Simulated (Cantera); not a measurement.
Feed: 1 mol CaO, 5.1 mol O2, 17 mol N2, held at 1425 K and 0.133 bar.

Method: chemical equilibrium by Gibbs-energy minimisation in Cantera with the NASA 1993 tables (ideal gas, pure condensed phases). Candidate condensed phases: Ca, CaO; 12 gas species. Kinetics and transport are ignored.

Base state: N2 0.769, O2 0.230, NO 0.000860 (mole fractions); condensed: CaO(s).

Problem. What changes in the equilibrium state with this change: 0.79 mol CH4 added?

Solution. 
```tsv
species	before	after
N2	0.769	0.742
O2	0.230	0.153
H2O	0	0.0690
CO2	0	0.0345
OH	0	5.00e-5
NO	0.000860	0.000690
CaO(s), mol	1.00	1.00
```
Further candidate phases: C, C6H6, C7H8, C8H18, CaCO3, Ca(OH)2, H2O.
